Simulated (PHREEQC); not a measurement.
Acid mine or pickling water: an equilibrium model

Model water analysis in mmol/kgw, 41 °C, pH 4.17: Na 86.6; K 0.0188; Ca 2.91; Mg 22.4; Cl 42.7; S(6) 47.3.

Valence states are taken as typed.

All values are PHREEQC results (Pitzer model, pitzer.dat), not measurements.

Each row changes one thing in this solution. This is a speciation only: nothing precipitates in the calculation.

| case | HSO4- (mol/kgw) | SI of Gypsum (CaSO4:2H2O) | SI of Epsomite (MgSO4:7H2O) |
|---|---|---|---|
| as made | 0.000139 | -0.65 | -2.57 |
| temperature from 41 to 40 °C at the same typed pH | 0.000135 | -0.65 | -2.57 |
| S(6) from 47.3 to 94.6 mmol/kgw | 0.000254 | -0.55 | -2.44 |
| K from 0.0188 to 0.0564 mmol/kgw | 0.000139 | -0.65 | -2.57 |

Species that the database lacks are ignored. Away from 25 °C the constants follow the database's enthalpies or fits; those with neither stay at their 25 °C values.
